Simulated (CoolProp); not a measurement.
Properties of propane along the isobar 1.03 bar (Tc = 369.9 K, pc = 42.51 bar, ω = 0.152).

Values from CoolProp's reference Helmholtz-energy equation of state, Lemmon 2009.

```tsv
T (K)	phase	cp (kJ/(kg K))	cv (kJ/(kg K))	viscosity (µPa s)	conductivity (mW/(m K))
243.2	gas	1.478	(withheld)	6.65	12.7
267.8	gas	1.564	1.356	7.32	15.1
292.4	gas	(withheld)	1.458	7.99	17.7
317.1	gas	1.765	1.566	8.65	20.4
341.7	gas	1.873	1.676	9.31	23.4
366.3	gas	(withheld)	1.786	9.95	26.5
390.9	gas	2.091	1.896	10.6	29.7
415.5	gas	2.198	2.005	11.2	33.2
440.2	gas	2.304	2.111	11.8	(withheld)
464.8	gas	2.406	2.214	12.4	40.6
489.4	gas	2.506	2.314	13.0	44.6
```

### Question
What belongs in the gaps?

### Answer

- 243.2, cv (kJ/(kg K)): 1.261
- 292.4, cp (kJ/(kg K)): 1.661
- 366.3, cp (kJ/(kg K)): 1.982
- 440.2, conductivity (mW/(m K)): 36.8

Viscosity comes from a separate model (Vogel 1998). Thermal conductivity comes from a separate model (Marsh 2002).
